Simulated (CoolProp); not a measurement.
Saturation properties of R114 (Tc = 147.5 °C, pc = 33.52 bar, ω = 0.252).

Model: reference Helmholtz-energy equation of state, Platzer 1990, in CoolProp. This equation is an older, rougher fit; its heat capacities, sound speeds and derivatives of the liquid may be far off and weren't checked against measurements.

| T (°C) | p (bar) | liquid density (kg/m³) | vapour density (kg/m³) | enthalpy of vaporisation (kJ/kg) | surface tension (mN/m) |
|---|---|---|---|---|---|
| 22.45 | (withheld) | 1462 | 14.67 | 129.1 | 11.2 |
| 29.65 | 2.483 | 1440 | (withheld) | 126.2 | 10.4 |
| 36.85 | 3.087 | 1417 | 22.49 | 123.3 | 9.62 |
| 43.95 | 3.785 | 1394 | 27.41 | 120.2 | 8.83 |
| 51.15 | 4.609 | (withheld) | 33.24 | 117.0 | 8.05 |
| 58.35 | 5.559 | 1345 | 40.05 | 113.5 | 7.29 |
| 65.55 | 6.649 | 1318 | 48.00 | 109.9 | 6.54 |
| 72.75 | 7.890 | 1291 | 57.25 | 106.0 | 5.81 |
| 79.85 | 9.276 | 1262 | 67.89 | 101.8 | 5.11 |
| 87.05 | 10.86 | 1231 | 80.50 | 97.31 | 4.42 |
| 94.25 | 12.63 | 1199 | 95.33 | 92.40 | 3.74 |
| 101.45 | 14.61 | 1163 | (withheld) | 87.00 | 3.10 |
| 108.65 | 16.82 | 1124 | 134.0 | 81.01 | 2.48 |
| 115.85 | 19.27 | 1080 | 159.8 | 74.26 | 1.89 |

Fill in the missing entries.


- 22.45, p (bar): 1.974
- 29.65, vapour density (kg/m³): 18.25
- 51.15, liquid density (kg/m³): 1370
- 101.45, vapour density (kg/m³): 112.9

It boils at 3.6 °C under 1 atm.

Surface tension comes from a separate correlation (Mulero 2012).
